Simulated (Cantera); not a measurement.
Predominance diagram of V at 625 K against the partial pressures of O2 and N2 (log10, bar). Standard-state values (1 bar) from the NASA 1993 polynomials, evaluated with Cantera. Candidates: V(s), VN(s), VO(s), V2O3(s), V2O4(s), V2O5(s). Only these pure phases compete in this equilibrium. VN, VO: taken at fixed stoichiometry. Not in the tables: V3O5 to V6O13, V2N.

### Question
Which phase is stable at these pairs, and which metal-bearing vapour leads over it? (-27.5, -26.7); (-17.5, -16.7); (-40, 0); (-37.5, -10); (-25, -23.3); (-7.5, -13.3); (-12.5, -10)

### Answer
```tsv
log p(O2)	log p(N2)	phase	chief vapour	log p (bar)
-27.5	-26.7	V2O3(s)	VO2	-30.0
-17.5	-16.7	V2O4(s)	VO2	-29.6
-40	0	V2O3(s)	VO2	-33.1
-37.5	-10	V2O3(s)	VO2	-32.5
-25	-23.3	V2O4(s)	VO2	-29.6
-7.5	-13.3	V2O5(s)	VO2	-30.6
-12.5	-10	V2O4(s)	VO2	-29.6
```
